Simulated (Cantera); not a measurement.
A closed system holds: 1 mol Cr, a varied amount of N2O, equilibrated at 952 °C and 3900 Pa.

Equilibrium computed with Cantera from the NASA thermochemical tables; the gas is ideal and each condensed phase is pure. Candidate condensed phases: Cr, CrN, Cr2N, Cr2O3; 14 gas species. Equilibrium is a limit: real reactors are often held back by kinetics, nucleation or transport.

Q: At 7.9 mol N2O, list the 3 most abundant gas species with their mole fractions, and the condensed phases.

A: N2 0.712, O2 0.288, NO 0.000262. Condensed: Cr2O3(s).
